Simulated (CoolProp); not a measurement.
Vapour-liquid equilibrium of R1234yf (1) + R152A (2) at 5.85 °C; x and y are mole fractions of (1).

Model: multi-fluid Helmholtz-energy mixture model, Lemmon 2022 and Outcalt 1996; pair parameters Bell 2023, in CoolProp.

```json
[
 {"x": "0.05", "bubble pressure, mixture model (MPa)": "0.3338", "bubble pressure, Raoult's law (MPa)": "0.3271", "y, mixture model": "0.074", "y, Raoult's law": "0.059"},
 {"x": "0.15", "bubble pressure, mixture model (MPa)": "0.3494", "bubble pressure, Raoult's law (MPa)": "0.3330", "y, mixture model": "0.198", "y, Raoult's law": "0.173"},
 {"x": "0.25", "bubble pressure, mixture model (MPa)": "0.3612", "bubble pressure, Raoult's law (MPa)": "0.3389", "y, mixture model": "0.304", "y, Raoult's law": "0.283"},
 {"x": "0.35", "bubble pressure, mixture model (MPa)": "0.3701", "bubble pressure, Raoult's law (MPa)": "0.3449", "y, mixture model": "0.398", "y, Raoult's law": "0.389"},
 {"x": "0.45", "bubble pressure, mixture model (MPa)": "0.3766", "bubble pressure, Raoult's law (MPa)": "0.3508", "y, mixture model": "0.487", "y, Raoult's law": "0.492"},
 {"x": "0.55", "bubble pressure, mixture model (MPa)": "0.3812", "bubble pressure, Raoult's law (MPa)": "0.3567", "y, mixture model": "0.574", "y, Raoult's law": "0.591"},
 {"x": "0.65", "bubble pressure, mixture model (MPa)": "0.3841", "bubble pressure, Raoult's law (MPa)": "0.3627", "y, mixture model": "0.662", "y, Raoult's law": "0.687"},
 {"x": "0.75", "bubble pressure, mixture model (MPa)": "0.3855", "bubble pressure, Raoult's law (MPa)": "0.3686", "y, mixture model": "0.753", "y, Raoult's law": "0.780"},
 {"x": "0.85", "bubble pressure, mixture model (MPa)": "0.3855", "bubble pressure, Raoult's law (MPa)": "0.3745", "y, mixture model": "0.848", "y, Raoult's law": "0.870"},
 {"x": "0.95", "bubble pressure, mixture model (MPa)": "0.3844", "bubble pressure, Raoult's law (MPa)": "0.3805", "y, mixture model": "0.948", "y, Raoult's law": "0.957"}
]
```

The largest gap from Raoult's law is +7.4 % in bubble pressure, at x = 0.45. y crosses x between x = 0.75 and 0.85: the model has an azeotrope there.

The pair parameters rest on a limited set of measurements; away from them the model extrapolates.
